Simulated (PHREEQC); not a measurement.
**Brine: an equilibrium model**

Make-up at 25 °C: 0.82 mol/kgw KCl, 0.012 mol/kgw BaCl2 and 0.32 mol/kgw MgCl2. Closed to the air; pH follows from the charge balance.

Computed with PHREEQC (Pitzer model, pitzer.dat).

- ionic strength: 1.82 mol/kgw
- activity of water: 0.957
- density: 1.059 g/cm³
- osmotic coefficient: 0.936

```
species  molality  activity   log γ
-------  --------  --------  ------
Cl-          1.48     0.856  -0.239
K+          0.820     0.518  -0.199
Mg+2        0.320    0.0921  -0.541
Ba+2       0.0120   0.00262  -0.660
H+        3.93e-7   4.09e-7   0.018
MgOH+     3.30e-7   3.34e-7   0.005
OH-       6.27e-8   2.37e-8  -0.423
```

This is a speciation only: nothing precipitates in the calculation.
